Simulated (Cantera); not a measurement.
Charge: 1 mol SiCl4, 0.75 mol Cl2, 10 mol H2, held at 6.40 bar.

Cantera equilibrium calculation (NASA polynomials, part measured and part estimated; ideal gas, pure solids and liquids). Candidate condensed phases: Si; 19 gas species. The tables' values for SiCl3 are old estimates; treat these amounts as uncertain. The numbers say what is thermodynamically allowed, not how fast it happens. All values below are at 1348 K.

Base state: H2 0.763, HCl 0.152, SiCl4 0.0617, SiHCl3 0.0175, SiCl3 0.00375, SiCl2 0.00114, SiH2Cl2 0.000726 (mole fractions); condensed: gas only.

Task: What changes in the equilibrium state with this change: pressure from 6.40 bar to 4.00 bar?

Result: 
| species | before | after |
|---|---|---|
| H2 | 0.763 | 0.761 |
| HCl | 0.152 | 0.154 |
| SiCl4 | 0.0617 | 0.0606 |
| SiHCl3 | 0.0175 | 0.0170 |
| SiCl2 | 0.00114 | 0.00176 |
| SiCl3 | 0.00375 | 0.00461 |
| SiH2Cl2 | 0.000726 | 0.000698 |
